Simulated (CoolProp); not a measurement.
A single-stage vapour-compression cycle with R245ca: evaporating at 261.15 K (dew point), condensing at 313.15 K (bubble point), superheat 5 K, subcooling 0 K, compressor efficiency 0.9, no pressure losses. Each further row changes one setting.

Values from CoolProp's reference Helmholtz-energy equation of state, Zhou 2016.

```csv
case,cooling COP,pressure ratio,discharge temperature (K),refrigerating effect (kJ/kg),volumetric capacity (kJ/m³)
as stated,3.64,9.35,319.2,158,179
evaporating temperature 266.15 K,4.20,7.19,[?],162,[?]
condensing temperature 308.15 K,[?],[?],[?],165,187
subcooling 5 K,[?],9.35,319.2,165,187
superheat 15 K,3.69,9.35,329.4,[?],[?]
compressor efficiency 0.8,3.23,9.35,324.8,158,179
```

**Question.** What belongs in the gaps?

**Answer.** 
- evaporating temperature 266.15 K, discharge temperature (K): 318.2
- evaporating temperature 266.15 K, volumetric capacity (kJ/m³): 235
- condensing temperature 308.15 K, cooling COP: 4.14
- condensing temperature 308.15 K, pressure ratio: 7.85
- condensing temperature 308.15 K, discharge temperature (K): 314.8
- subcooling 5 K, cooling COP: 3.80
- superheat 15 K, refrigerating effect (kJ/kg): 166
- superheat 15 K, volumetric capacity (kJ/m³): 182
